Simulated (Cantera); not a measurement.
A freely propagating, adiabatic, planar premixed flame of 5.81 % CH4, 4.36 % CO, 18.9 % O2, 70.9 % N2, unburnt at 525 K and 0.670 bar; mixture-averaged transport, grid criteria slope 0.08 and curve 0.16, no radiation.

Cantera simulation using GRI-Mech 3.0 (53 species, 325 reactions); the numbers are that mechanism's predictions, not measurements. Burning velocities carry a grid error of a few per cent, more on coarse grids.

Question: Predict: laminar burning velocity; thermal thickness; peak x(C2H2); peak x(HCN).

Answer: 
| Quantity | Value |
|---|---|
| laminar burning velocity | 93.0 cm/s |
| thermal thickness | 0.575 mm |
| peak x(C2H2) | 5.49e-6 |
| peak x(HCN) | 2.39e-7 |
